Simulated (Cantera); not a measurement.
Feed: 1 mol Si2H6, 0.11 mol CO2, 23 mol N2, at 1.33 mbar.

Equilibrium computed with Cantera from the NASA thermochemical tables; the gas is ideal and each condensed phase is pure. Candidate condensed phases: C, C6H6, C7H8, C8H18, H2O, Si, SiC, SiO2, Si2N2O, Si3N4; 151 gas species. The feed counts by its element totals alone. Mutual solubility and eutectic melting of coexisting phases are not modelled. Rates play no part.

Question: At 1598 K, list the 4 most abundant gas species with their mole fractions, and the condensed phases.

Answer: N2 0.875, H2 0.120, SiO 0.00380, CO 0.000924. Condensed: SiC(s) + Si2N2O(s) + Si3N4(s).
